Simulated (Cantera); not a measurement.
An isothermal, constant-pressure homogeneous reactor starts with 30.3 % CH₄, 69.7 % H₂O, at 1523 K and 1.00 atm.

Computed with Cantera and GRI-Mech 3.0 (53 species, 325 reactions).

Predict: x(CH₄) at 7.00 s; x(H₂O) at 7.00 s; x(C₂H) at 7.00 s; x(CO₂) at 7.00 s; x(CH₂O) at 7.00 s; x(C₂H₆) at 7.00 s.


```json
{
 "x(CH₄) at 7.00 s": "0.0408 (gas-phase equilibrium 5.14e-7)",
 "x(H₂O) at 7.00 s": "0.348 (gas-phase equilibrium 0.222)",
 "x(C₂H) at 7.00 s": "1.78e-9 (gas-phase equilibrium <1e-12)",
 "x(CO₂) at 7.00 s": "0.0260 (gas-phase equilibrium 0.0232)",
 "x(CH₂O) at 7.00 s": "2.19e-7 (gas-phase equilibrium 4.32e-8)",
 "x(C₂H₆) at 7.00 s": "1.13e-5 (gas-phase equilibrium <1e-12)"
}
```
